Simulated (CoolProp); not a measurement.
A Linde-Hampson liquefier for normal hydrogen: isothermal reversible compression at 200 K from 1 atm to 15 MPa, throttling to 1 atm, return gas leaving the recuperator 5 K below the feed. Each further row changes one setting.

The numbers come from the reference Helmholtz-energy equation of state, Leachman 2009 in CoolProp.

```csv
case,compression work (kJ/kg of gas)
as stated,4210
high pressure 30 MPa,4890
warm-end temperature 230 K,4840
warm-end gap 10 K,4210
```
